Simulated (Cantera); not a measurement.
Charge: 1 mol Ca(OH)2, 1.2 mol H2O, at 673 K and 0.00150 bar.

Cantera equilibrium calculation (NASA polynomials, part measured and part estimated; ideal gas, pure solids and liquids). Candidate condensed phases: Ca, CaO, Ca(OH)2, H2O; 14 gas species. The numbers say what is thermodynamically allowed, not how fast it happens.

Base state: H2O 1.00 (mole fractions); condensed: CaO(s).

**Question.** What changes in the equilibrium state with this change: temperature from 673 K to 1775 K?

**Answer.** 
```tsv
species	before	after
H2O	1.00	0.975
H2	<1e-9	0.0138
O2	<1e-9	0.00604
Ca(OH)2	<1e-9	1.37e-5
OH	<1e-9	0.00387
H	<1e-9	0.000877
O	<1e-9	0.000192
CaO(s), mol	1.00	1.000
```
